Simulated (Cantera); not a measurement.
Input: 1 mol TiC, 0.014 mol C, 0.018 mol H₂, held at 13300 Pa.

Cantera equilibrium calculation (NASA polynomials, part measured and part estimated; ideal gas, pure solids and liquids). Candidate condensed phases: C, C₆H₆, C₇H₈, C₈H₁₈, Ti, TiC; 77 gas species. TiC: taken at fixed stoichiometry. The numbers say what is thermodynamically allowed, not how fast it happens.

log p: log10 of the partial pressure in bar; n: condensed amount in mol.

```json
[
 {"T (K)": "1523", "log p H₂": "-0.88", "log p H": "-5.07", "log p C₂H₂ (acetylene)": "-5.80", "log p C₂H": "-12.67", "log p Ti": "<-12", "log p C₄H₂": "[?]", "n C(graphite)": "0.0140", "n TiC(s)": "1.00"},
 {"T (K)": "1623", "log p H₂": "-0.88", "log p H": "-4.60", "log p C₂H₂ (acetylene)": "-5.33", "log p C₂H": "-11.48", "log p Ti": "<-12", "log p C₄H₂": "[?]", "n C(graphite)": "0.0140", "n TiC(s)": "1.00"},
 {"T (K)": "1723", "log p H₂": "-0.88", "log p H": "-4.18", "log p C₂H₂ (acetylene)": "-4.92", "log p C₂H": "-10.43", "log p Ti": "-11.83", "log p C₄H₂": "[?]", "n C(graphite)": "0.0140", "n TiC(s)": "1.00"},
 {"T (K)": "1823", "log p H₂": "-0.88", "log p H": "-3.80", "log p C₂H₂ (acetylene)": "-4.55", "log p C₂H": "-9.49", "log p Ti": "-10.75", "log p C₄H₂": "[?]", "n C(graphite)": "0.0140", "n TiC(s)": "1.00"},
 {"T (K)": "1923", "log p H₂": "-0.88", "log p H": "-3.46", "log p C₂H₂ (acetylene)": "-4.22", "log p C₂H": "-8.66", "log p Ti": "-9.79", "log p C₄H₂": "[?]", "n C(graphite)": "0.0140", "n TiC(s)": "1.00"},
 {"T (K)": "2023", "log p H₂": "-0.88", "log p H": "-3.16", "log p C₂H₂ (acetylene)": "-3.93", "log p C₂H": "-7.90", "log p Ti": "-8.93", "log p C₄H₂": "[?]", "n C(graphite)": "0.0140", "n TiC(s)": "1.00"},
 {"T (K)": "2123", "log p H₂": "-0.88", "log p H": "-2.89", "log p C₂H₂ (acetylene)": "-3.66", "log p C₂H": "-7.22", "log p Ti": "-8.14", "log p C₄H₂": "[?]", "n C(graphite)": "0.0139", "n TiC(s)": "1.00"},
 {"T (K)": "2223", "log p H₂": "-0.88", "log p H": "-2.64", "log p C₂H₂ (acetylene)": "-3.42", "log p C₂H": "-6.61", "log p Ti": "-7.43", "log p C₄H₂": "[?]", "n C(graphite)": "0.0139", "n TiC(s)": "1.00"},
 {"T (K)": "2323", "log p H₂": "-0.89", "log p H": "-2.41", "log p C₂H₂ (acetylene)": "-3.21", "log p C₂H": "-6.04", "log p Ti": "-6.79", "log p C₄H₂": "[?]", "n C(graphite)": "0.0138", "n TiC(s)": "1.00"},
 {"T (K)": "2423", "log p H₂": "-0.90", "log p H": "-2.20", "log p C₂H₂ (acetylene)": "-3.01", "log p C₂H": "-5.53", "log p Ti": "-6.19", "log p C₄H₂": "[?]", "n C(graphite)": "0.0137", "n TiC(s)": "1.00"},
 {"T (K)": "2523", "log p H₂": "-0.91", "log p H": "-2.01", "log p C₂H₂ (acetylene)": "-2.84", "log p C₂H": "-5.06", "log p Ti": "-5.65", "log p C₄H₂": "[?]", "n C(graphite)": "0.0136", "n TiC(s)": "1.00"},
 {"T (K)": "2623", "log p H₂": "-0.93", "log p H": "-1.84", "log p C₂H₂ (acetylene)": "-2.68", "log p C₂H": "-4.63", "log p Ti": "-5.14", "log p C₄H₂": "[?]", "n C(graphite)": "0.0134", "n TiC(s)": "1.000"},
 {"T (K)": "2723", "log p H₂": "-0.96", "log p H": "-1.69", "log p C₂H₂ (acetylene)": "-2.55", "log p C₂H": "-4.24", "log p Ti": "-4.68", "log p C₄H₂": "[?]", "n C(graphite)": "0.0131", "n TiC(s)": "1.000"},
 {"T (K)": "2823", "log p H₂": "-0.99", "log p H": "-1.55", "log p C₂H₂ (acetylene)": "-2.44", "log p C₂H": "-3.88", "log p Ti": "-4.25", "log p C₄H₂": "[?]", "n C(graphite)": "0.0128", "n TiC(s)": "1.000"}
]
```

Question: Some entries are withheld; supply them.

Answer: 
- 1523, log p C₄H₂: -11.15
- 1623, log p C₄H₂: -10.20
- 1723, log p C₄H₂: -9.37
- 1823, log p C₄H₂: -8.63
- 1923, log p C₄H₂: -7.97
- 2023, log p C₄H₂: -7.37
- 2123, log p C₄H₂: -6.83
- 2223, log p C₄H₂: -6.35
- 2323, log p C₄H₂: -5.91
- 2423, log p C₄H₂: -5.51
- 2523, log p C₄H₂: -5.15
- 2623, log p C₄H₂: -4.82
- 2723, log p C₄H₂: -4.52
- 2823, log p C₄H₂: -4.26
